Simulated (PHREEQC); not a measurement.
Dissolve 0.00035 mol/kgw CaSO4, 0.097 mol/kgw Na2HPO4 and 3.1e-07 mol/kgw H4SiO4 at 20 °C. Closed to the air; pH follows from the charge balance.

All values are PHREEQC results (ion-association model, wateq4f.dat), not measurements.

```json
[
 {"quantity": "pH", "before": "9.05", "after": "9.09"},
 {"quantity": "ionic strength (mol/kgw)", "before": "0.274", "after": "0.00290"},
 {"quantity": "Na+ (mol/kgw)", "before": "0.185", "after": "0.00194"},
 {"quantity": "HPO4-2 (mol/kgw)", "before": "0.0875", "after": "0.000954"},
 {"quantity": "NaHPO4- (mol/kgw)", "before": "0.00853", "after": "2.86e-6"},
 {"quantity": "H2PO4- (mol/kgw)", "before": "0.000474", "after": "1.08e-5"},
 {"quantity": "SI of Quartz (SiO2)", "before": "-2.51", "after": "-4.52"}
]
```

**Question.** Which change was made?
A) temperature from 20 to 40 °C
B) 0.02 mol/kgw Ca(OH)2 added
C) temperature from 20 to 75 °C
D) diluted 100-fold with water
E) CaSO4 from 0.00035 to 0.000525 mol/kgw

**Answer.** D, diluted 100-fold with water

No solid was allowed to form. Some of these states are supersaturated (in Hydroxyapatite, for instance). H3PO4, which wateq4f.dat lacks, is added to it with the constant of phreeqc.dat.
